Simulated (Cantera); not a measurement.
Input: 1 mol H₂S, 0.045 mol O₂, at 2375 K.

Cantera equilibrium calculation (NASA polynomials, part measured and part estimated; ideal gas, pure solids and liquids). Candidate condensed phases: H₂O, H₂SO₄, S; 19 gas species. Equilibrium is a limit: real reactors are often held back by kinetics, nucleation or transport.

Question: At 15.0 bar, list the 4 most abundant gas species with their mole fractions, and the condensed phases.

Answer: H₂ 0.439, S₂ 0.237, H₂S 0.207, H₂O 0.0626. Condensed: gas only.
